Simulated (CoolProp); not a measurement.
Vapour-liquid equilibrium of hydrogen sulfide (1) + n-pentane (2) at 601 kPa; x and y are mole fractions of (1).

Model: multi-fluid Helmholtz-energy mixture model, Lemmon 2006 and Thol 2019; pair parameters Kunz 2012, in CoolProp.

Question: Give the bubble temperature and the first vapour's composition at x = 0.25, 0.35, 0.75. Is there an azeotrope?

Answer: x = 0.25: 17.8 °C, y = 0.923; x = 0.35: 5.2 °C, y = 0.958; x = 0.75: -10.5 °C, y = 0.987. No azeotrope shows between x = 0.05 and 0.95.

Pair parameters are fitted to limited data, so mixtures are less certain than the pure fluids. The gap from Raoult's law changes sign with composition, which may be real or a fault of the pair parameters; it wasn't checked against measurements.
